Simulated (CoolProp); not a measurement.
Vapour-liquid equilibrium of acetone (1) + n-nonane (2) at 313.5 K; x and y are mole fractions of (1).

Values from CoolProp's multi-fluid Helmholtz-energy mixture model, Lemmon 2006 and Lemmon 2006; pair parameters Bell 2016.

```tsv
x	bubble pressure, mixture model (MPa)	bubble pressure, Raoult's law (MPa)	y, mixture model	y, Raoult's law
0.05	[?]	0.004237	0.900	0.677
0.2	[?]	0.01262	[?]	0.909
0.35	0.04383	0.02101	0.972	0.955
0.5	0.04607	0.02939	0.975	0.975
0.65	[?]	0.03778	0.976	0.987
0.8	[?]	0.04617	0.981	0.994
0.95	0.05502	0.05455	[?]	0.999
```

### Question
Fill in the missing entries.

### Answer

- 0.05, bubble pressure, mixture model (MPa): 0.01403
- 0.2, bubble pressure, mixture model (MPa): 0.03605
- 0.2, y, mixture model: 0.964
- 0.65, bubble pressure, mixture model (MPa): 0.04739
- 0.8, bubble pressure, mixture model (MPa): 0.04999
- 0.95, y, mixture model: 0.993

The largest gap from Raoult's law is +231.1 % in bubble pressure, at x = 0.05. No azeotrope shows between x = 0.05 and 0.95.

The pair parameters rest on a limited set of measurements; away from them the model extrapolates. With so large a gap from Raoult's law the liquid may split in two, which this calculation doesn't test in full.
